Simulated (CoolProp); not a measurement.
n-perfluorohexane at 302.69 K and 0.507 MPa is throttled through a valve to 0.0938 MPa with no heat exchange. Each further row changes one setting.

The numbers come from the reference Helmholtz-energy equation of state, Gao 2022 in CoolProp.

| case | temperature change (K) | final phase | final density (kg/m³) |
|---|---|---|---|
| as stated | +0.1 | liquid | 1660 |
| outlet pressure 0.0281 MPa | -5.6 | two-phase, vapour fraction 0.064 | 59.4 |
| outlet pressure 0.122 MPa | +0.1 | liquid | 1660 |
